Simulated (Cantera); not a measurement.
Charge: 1 mol Cu₂O, 5.7 mol CO, 0.46 mol H₂, held at 1.33 mbar.

These are equilibrium values from Cantera (NASA tables, ideal gas, pure condensed phases), not measurements of a reactor. Candidate condensed phases: C, C₆H₆, C₇H₈, C₈H₁₈, Cu, CuO, Cu(OH)₂, Cu₂O, H₂O; 113 gas species. The numbers say what is thermodynamically allowed, not how fast it happens.

Q: Which condensed phases are stable at each of these points (T (°C)): 1050, 1100, 1150, 1200, 1250, 1300, 1350, 1400, 1450, 1500, 1550?

A: 
```
T (°C)  condensed phases  Cu condensed (%)
------  ----------------  ----------------
1050               Cu(s)              99.9
1100               Cu(l)              99.8
1150               Cu(l)              99.5
1200               Cu(l)              98.8
1250               Cu(l)              97.2
1300               Cu(l)              93.7
1350               Cu(l)              86.6
1400               Cu(l)              71.9
1450               Cu(l)              41.1
1500            gas only               0.0
1550            gas only               0.0
```

At 1050 °C the condensed part is Cu(s). From 1100 °C to 1450 °C the condensed part is Cu(l). From 1500 °C to 1550 °C nothing is condensed.
